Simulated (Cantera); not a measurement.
Input: 1 mol SiH₂Cl₂, 0.3 mol Cl₂, 16 mol H₂, equilibrated at 0.133 bar.

Points: T (K) = 1100, 1150, 1200, 1250, 1300, 1350, 1400, 1450, 1500, 1550, 1600.

Cantera's Mixture.equilibrate('TP', solver="vcs", rtol=1e-11, max_steps=5000) on the NASA tables stopped like this:

```
ERROR: FAILURE its = 5001!

*******************************************************************************
CanteraError thrown by MultiPhase::equilibrate:
VCS solver failed. Return code: -1
*******************************************************************************
```

Question: What got this run through?

Answer: This is not unique; one that fits is The failure is numerical, not chemical. The same input converged with solver="gibbs", rtol=1e-10, max_steps=50000, and the result passed a check of the equilibrium conditions:
```
T = 1100 K  P = 13332.2 Pa  gas = 17.75 mol
   x: H2 9.384e-01  HCL 2.796e-02  SiCL4 1.993e-02  SiHCL3 9.863e-03  SiCL2 1.697e-03  SiCL3 1.559e-03  SiH2CL2 5.852e-04  SiH3CL 9.205e-06
   condensed (mol): Si(cr) 0.403
T = 1150 K  P = 13332.2 Pa  gas = 17.81 mol
   x: H2 9.308e-01  HCL 3.738e-02  SiCL4 1.705e-02  SiHCL3 8.622e-03  SiCL2 3.303e-03  SiCL3 2.269e-03  SiH2CL2 5.472e-04  SiH3CL 9.359e-06
   condensed (mol): Si(cr) 0.4335
T = 1200 K  P = 13332.2 Pa  gas = 17.89 mol
   x: H2 9.222e-01  HCL 4.771e-02  SiCL4 1.361e-02  SiHCL3 7.159e-03  SiCL2 5.827e-03  SiCL3 3.007e-03  SiH2CL2 4.928e-04  SiH3CL 9.282e-06
   condensed (mol): Si(cr) 0.4613
T = 1250 K  P = 13332.2 Pa  gas = 17.98 mol
   x: H2 9.132e-01  HCL 5.804e-02  SiCL4 9.924e-03  SiCL2 9.283e-03  SiHCL3 5.555e-03  SiCL3 3.588e-03  SiH2CL2 4.232e-04  SiH3CL 8.946e-06  H 1.265e-06
   condensed (mol): Si(cr) 0.4824
T = 1300 K  P = 13332.2 Pa  gas = 18.07 mol
   x: H2 9.048e-01  HCL 6.724e-02  SiCL2 1.332e-02  SiCL4 6.483e-03  SiHCL3 3.976e-03  SiCL3 3.815e-03  SiH2CL2 3.439e-04  SiH3CL 8.361e-06  H 2.882e-06
   condensed (mol): Si(cr) 0.4949
T = 1350 K  P = 13332.2 Pa  gas = 18.15 mol
   x: H2 8.981e-01  HCL 7.431e-02  SiCL2 1.729e-02  SiCL4 3.783e-03  SiCL3 3.621e-03  SiHCL3 2.618e-03  SiH2CL2 2.643e-04  SiH3CL 7.587e-06  H 6.185e-06
   condensed (mol): Si(cr) 0.4994
T = 1400 K  P = 13332.2 Pa  gas = 18.2 mol
   x: H2 8.935e-01  HCL 7.898e-02  SiCL2 2.060e-02  SiCL3 3.126e-03  SiCL4 2.013e-03  SiHCL3 1.612e-03  SiH2CL2 1.942e-04  H 1.259e-05  SiH3CL 6.728e-06
   condensed (mol): Si(cr) 0.4985
T = 1450 K  P = 13332.2 Pa  gas = 18.24 mol
   x: H2 8.906e-01  HCL 8.161e-02  SiCL2 2.307e-02  SiCL3 2.532e-03  SiCL4 1.015e-03  SiHCL3 9.551e-04  SiH2CL2 1.391e-04  H 2.444e-05  SiH3CL 5.888e-06  CL 1.824e-06
   condensed (mol): Si(cr) 0.4945
T = 1500 K  P = 13332.2 Pa  gas = 18.26 mol
   x: H2 8.891e-01  HCL 8.289e-02  SiCL2 2.482e-02  SiCL3 1.984e-03  SiHCL3 5.597e-04  SiCL4 5.038e-04  SiH2CL2 9.888e-05  H 4.546e-05  SiH3CL 5.128e-06  CL 3.416e-06  SiCL 1.849e-06  SiH2 1.332e-06
   condensed (mol): Si(cr) 0.4892
T = 1550 K  P = 13332.2 Pa  gas = 18.27 mol
   x: H2 8.883e-01  HCL 8.336e-02  SiCL2 2.607e-02  SiCL3 1.537e-03  SiHCL3 3.306e-04  SiCL4 2.523e-04  H 8.130e-05  SiH2CL2 7.065e-05  CL 6.090e-06  SiH3CL 4.472e-06  SiCL 3.889e-06  SiH2 2.481e-06
   condensed (mol): Si(cr) 0.4833
T = 1600 K  P = 13332.2 Pa  gas = 18.28 mol
   x: H2 8.879e-01  HCL 8.339e-02  SiCL2 2.700e-02  SiCL3 1.191e-03  SiHCL3 1.989e-04  H 1.403e-04  SiCL4 1.294e-04  SiH2CL2 5.106e-05  CL 1.042e-05  SiCL 7.760e-06  SiH2 4.444e-06  SiH3CL 3.917e-06
   condensed (mol): Si(cr) 0.4773
```

The gas is ideal and each condensed phase is pure. The tables' values for SiCl3 are old estimates; treat these amounts as uncertain.
